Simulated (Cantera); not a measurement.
A Cantera script and what it prints.

```python
import numpy as np
import cantera as ct

gas_names = [...]  # 113 gases of nasa_gas.yaml made of C, H, O, Pb
cond_names = """
    C(gr) C6H6(L) C7H8(L) C8H18(L),n-octa H2O(s) H2O(L) Pb(cr) Pb(L) PbO(rd) PbO(yw) PbO(L) PbO2(s)
    Pb3O4(s)
""".split()


# ... load() reads the species with a 1 bar reference pressure and builds the phases ...
atoms = {
    'PbO': {'Pb': 1, 'O': 1},
    'CH4': {'C': 1, 'H': 4},
    'H2': {'H': 2},
}
top_T = {'C(gr)': 4500, 'Pb3O4(s)': 820}  # K; cautious upper limits of use, not melting points


# ... equilibrate(T, P, feed) seeds the gas with the atoms and calls Mixture.equilibrate('TP', solver="vcs", rtol=1e-11, max_steps=5000) ...
results = []
feed = {'PbO': 1, 'CH4': 0.4, 'H2': 0.54}  # mol
P = 1400  # Pa
for T in [2073, 2123, 2173, 2223, 2273, 2323, 2373, 2423, 2473, 2523, 2573, 2623]:
    mix = equilibrate(T, P, feed)
    results.append((T, P, feed, dict(zip(mix.species_names, mix.species_moles))))

top = {s: max(r[3][s] / sum(r[3][g] for g in gas_names) for r in results) for s in gas_names}
cols = sorted((s for s in top if top[s] > 1e-05), key=lambda s: -top[s])[:6]
seen = [c for c in cond_names if any(r[3].get(c, 0) > 1e-12 for r in results)]
print("log10 of partial pressures in bar; condensed amounts in mol")
print(f"{'T/K':>10s}" + "".join(f"{s[:9]:>10s}" for s in cols + seen))
for T, P, feed, n in results:
    ng = sum(n[g] for g in gas_names)
    print(f"{T:10.4g}" + "".join(f"{np.log10(max(n[s] / ng * P / 1e5, 1e-99)):10.3f}" for s in cols)
          + "".join(f"{n.get(c, 0):10.4g}" for c in seen))
```

Output:

```
log10 of partial pressures in bar; condensed amounts in mol
       T/K        Pb        H2       H2O         H        CO        OH
      2073    -2.296    -2.403    -2.560    -3.781    -2.751    -4.882
      2123    -2.298    -2.407    -2.561    -3.649    -2.750    -4.711
      2173    -2.299    -2.412    -2.564    -3.522    -2.750    -4.548
      2223    -2.301    -2.418    -2.568    -3.403    -2.750    -4.393
      2273    -2.304    -2.426    -2.574    -3.289    -2.751    -4.245
      2323    -2.308    -2.435    -2.581    -3.181    -2.753    -4.106
      2373    -2.312    -2.447    -2.592    -3.078    -2.755    -3.974
      2423    -2.317    -2.460    -2.606    -2.981    -2.759    -3.851
      2473    -2.323    -2.475    -2.625    -2.889    -2.763    -3.736
      2523    -2.330    -2.493    -2.650    -2.803    -2.768    -3.632
      2573    -2.339    -2.513    -2.683    -2.721    -2.774    -3.539
      2623    -2.349    -2.536    -2.726    -2.644    -2.781    -3.459
```

These are equilibrium values from Cantera (NASA tables, ideal gas, pure condensed phases), not measurements of a reactor.
